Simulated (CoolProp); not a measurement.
Oxygen at 298.15 K and 0.171 MPa flows at 24 m/s in a round tube of 2 mm bore and 15 µm roughness, fully developed (64/Re and Nu = 3.66 if laminar; Colebrook and Gnielinski if turbulent). Each further row changes one setting.

Computed with CoolProp (reference Helmholtz-energy equation of state, Schmidt 1985).

```
case             Reynolds number  Darcy friction factor  pressure drop (Pa/m)  heat-transfer coefficient (W/(m² K))  mass flow (kg/h)
---------------  ---------------  ---------------------  --------------------  ------------------------------------  ----------------
as stated                   5160                 0.0447                 14200                                   271             0.600
velocity 48 m/s            10300                 0.0403                 51300                                   541              1.20
diameter 4 mm              10300                 0.0359                  5710                                   238              2.40
```

Viscosity comes from a separate model (Lemmon 2004). Thermal conductivity comes from a separate model (Lemmon 2004).
